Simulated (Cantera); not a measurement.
A perfectly stirred reactor is fed with NH3 : N2 = 1 : 4 (molar parts), at 158 Torr; it is held at 1723 K, and followed from long to short residence time.

Cantera simulation using the gas-phase N/H chemistry of the illustrative SiF4/NH3 mechanism in the Surface Chemkin manual (1991); the numbers are that mechanism's predictions, not measurements. Walls and surfaces, which speed up NH3 decomposition in real reactors, are not modelled.

x: mole fraction; the columns are a selection and need not sum to one.

| τ (s) | x NH3 | x N2 | x NH | x NH2 | x N | x N2H2 | x H2 |
|---|---|---|---|---|---|---|---|
| 2.1 | 0.126 | 0.782 | 1.21e-6 | 8.83e-5 | 7.88e-8 | 2.14e-7 | 0.0923 |
| 0.81 | … | 0.790 | 1.26e-6 | … | … | … | … |
| 0.31 | 0.183 | 0.796 | 1.17e-6 | 0.000124 | 4.10e-8 | 3.61e-7 | 0.0215 |
| 0.12 | 0.193 | 0.798 | 9.74e-7 | 0.000134 | 1.88e-8 | 3.82e-7 | 0.00869 |
| 0.047 | 0.197 | 0.799 | 7.77e-7 | 0.000139 | 7.01e-9 | 3.70e-7 | 0.00331 |
| 0.018 | 0.199 | 0.800 | 6.11e-7 | 0.000132 | 2.35e-9 | 3.17e-7 | 0.00112 |
| 0.0070 | 0.200 | 0.800 | 4.31e-7 | 0.000109 | 7.39e-10 | 2.05e-7 | 0.000319 |
| 0.0027 | 0.200 | 0.800 | … | … | 1.98e-10 | … | … |

Complete the blanks.


- 0.81, x NH3: 0.161
- 0.81, x NH2: 0.000108
- 0.81, x N: 6.51e-8
- 0.81, x N2H2: 3.02e-7
- 0.81, x H2: 0.0484
- 0.0027, x NH: 1.98e-7
- 0.0027, x NH2: 6.43e-5
- 0.0027, x N2H2: 6.77e-8
- 0.0027, x H2: 6.57e-5
